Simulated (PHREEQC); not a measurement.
Leach liquor: speciation

Dissolve 0.0038 mol HCl and 0.021 mol Li2SO4 per kg of water at 25 °C. Closed to the air; pH follows from the charge balance.

Model: ion-association model, phreeqc.dat, run in PHREEQC.

Each row changes one thing in this solution. Precipitation was switched off in this run.

```
case                                        pH  ionic strength (mol/kgw)  Li+ (mol/kgw)  SO4-2 (mol/kgw)  HSO4- (mol/kgw)  LiSO4- (mol/kgw)
----------------------------------  ----------  ------------------------  -------------  ---------------  ---------------  ----------------
as made                                   2.75                    0.0606         0.0406           0.0179          0.00168           0.00140
HCl from 0.0038 to 0.038 mol/kgw    (withheld)                    0.0781     (withheld)          0.00955           0.0107          0.000705
HCl from 0.0038 to 0.00342 mol/kgw        2.79                    0.0605         0.0406       (withheld)          0.00152        (withheld)
diluted 2-fold with water                 2.96                    0.0312         0.0205          0.00942         0.000629          0.000446
temperature from 25 to 40 °C              2.81                    0.0601         0.0406           0.0177          0.00198        (withheld)
HCl left out                              7.12                    0.0600         0.0405           0.0195          7.75e-8           0.00152
```

### Question
Fill in the missing entries.

### Answer

- HCl from 0.0038 to 0.038 mol/kgw, pH: 1.64
- HCl from 0.0038 to 0.038 mol/kgw, Li+ (mol/kgw): 0.0413
- HCl from 0.0038 to 0.00342 mol/kgw, SO4-2 (mol/kgw): 0.0181
- HCl from 0.0038 to 0.00342 mol/kgw, LiSO4- (mol/kgw): 0.00141
- temperature from 25 to 40 °C, LiSO4- (mol/kgw): 0.00136

Constants without temperature data keep their 25 °C values here.
